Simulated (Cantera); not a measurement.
A perfectly stirred reactor is fed with H2 : O2 : N2 = 0.2 : 1 : 0.12 (molar parts), equivalence ratio 0.10, at 10.00 Torr; it is held at 1350 K, and followed from long to short residence time.

Computed with Cantera and the H2/O2 subset of GRI-Mech 3.0, which has no nitrogen chemistry. Radical loss at walls, strong at low pressure, is not modelled. The temperature is held fixed by assumption; the heat of reaction is taken as removed at once.

x: mole fraction; the columns are a selection and need not sum to one.

| τ (s) | x H2 | x O2 | x H2O | x O | x H |
|---|---|---|---|---|---|
| 8.6 | 0.000148 | 0.736 | 0.163 | 0.00117 | 8.62e-5 |
| 2.2 | 0.000362 | 0.734 | 0.162 | 0.00289 | 0.000336 |
| 0.57 | (withheld) | 0.729 | 0.159 | (withheld) | (withheld) |
| 0.15 | 0.00192 | 0.720 | 0.154 | 0.0159 | 0.00438 |
| 0.038 | 0.00396 | 0.701 | 0.144 | 0.0333 | 0.0133 |
| 0.0099 | (withheld) | 0.679 | (withheld) | (withheld) | (withheld) |
| 0.0025 | 0.0112 | 0.668 | 0.116 | 0.0619 | 0.0381 |
| 0.00066 | 0.0232 | 0.674 | 0.100 | 0.0547 | 0.0413 |
| 0.00017 | 0.0607 | 0.700 | 0.0669 | 0.0335 | 0.0327 |

**Question.** What belongs in the gaps?

**Answer.** 
- 0.57, x H2: 0.000857
- 0.57, x O: 0.00698
- 0.57, x H: 0.00126
- 0.0099, x H2: 0.00673
- 0.0099, x H2O: 0.129
- 0.0099, x O: 0.0532
- 0.0099, x H: 0.0274
